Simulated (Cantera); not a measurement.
An isothermal, constant-pressure homogeneous reactor starts with CH₄ : CO₂ = 1 : 2.4 (molar parts), at 2148 K and 0.178 atm. Integrator tolerance rtol = 1e-08.

Model: GRI-Mech 3.0 (53 species, 325 reactions), integrated in Cantera.

### Question
What does this change do: temperature 2148 to 1300 K?

### Answer
```
quantity                                             before                                     after
----------------  -----------------------------------------  ----------------------------------------
x(CH₄) at 8.00 s  1.45e-11 (gas-phase equilibrium 1.59e-11)     0.285 (gas-phase equilibrium 1.40e-7)
x(CO₂) at 8.00 s      0.0896 (gas-phase equilibrium 0.0896)       0.700 (gas-phase equilibrium 0.137)
x(CH₂) at 8.00 s      <1e-12 (gas-phase equilibrium <1e-12)   3.60e-11 (gas-phase equilibrium <1e-12)
x(OH) at 8.00 s   0.000481 (gas-phase equilibrium 0.000481)  2.70e-10 (gas-phase equilibrium 8.39e-9)
x(CH₃) at 8.00 s  6.18e-12 (gas-phase equilibrium 6.81e-12)  2.20e-5 (gas-phase equilibrium 1.45e-11)
```
